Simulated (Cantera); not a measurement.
Charge: 1 mol Si, 1.7 mol Cl2, 6.8 mol H2, equilibrated at 952 °C and 0.100 bar.

Equilibrium computed with Cantera from the NASA thermochemical tables; the gas is ideal and each condensed phase is pure. Candidate condensed phases: Si; 19 gas species. The tables' values for SiCl3 are old estimates; treat these amounts as uncertain. Rates play no part.

Base state: H2 0.815, HCl 0.0793, SiCl4 0.0563, SiCl2 0.0188, SiHCl3 0.0180, SiCl3 0.0116, SiH2Cl2 0.000773 (mole fractions); condensed: Si(s).

**Question.** What changes in the equilibrium state with this change: pressure from 0.100 bar to 23.0 bar?

**Answer.** 
| species | before | after |
|---|---|---|
| H2 | 0.815 | 0.848 |
| SiHCl3 | 0.0180 | 0.0657 |
| SiCl4 | 0.0563 | 0.0501 |
| HCl | 0.0793 | 0.0202 |
| SiCl2 | 0.0188 | 0.00117 |
| SiH2Cl2 | 0.000773 | 0.0115 |
| SiCl3 | 0.0116 | 0.00272 |
| SiH4 | 4.52e-8 | 1.13e-5 |
| SiH3Cl | 9.13e-6 | 0.000556 |
| Si(s), mol | 0.171 | 0.00825 |
Gases not in the tables: Si2H6 and higher silanes.

**Question.** What changes in the equilibrium state with this change: Si replaced by SiCl4?

**Answer.** 
```
species       before     after
----------  --------  --------
H2             0.815     0.528
HCl           0.0793     0.367
SiCl4         0.0563    0.0962
SiCl2         0.0188  0.000974
SiHCl3        0.0180   0.00432
SiCl3         0.0116   0.00344
SiH2Cl2     0.000773   2.60e-5
Si(s), mol     0.171         0
```
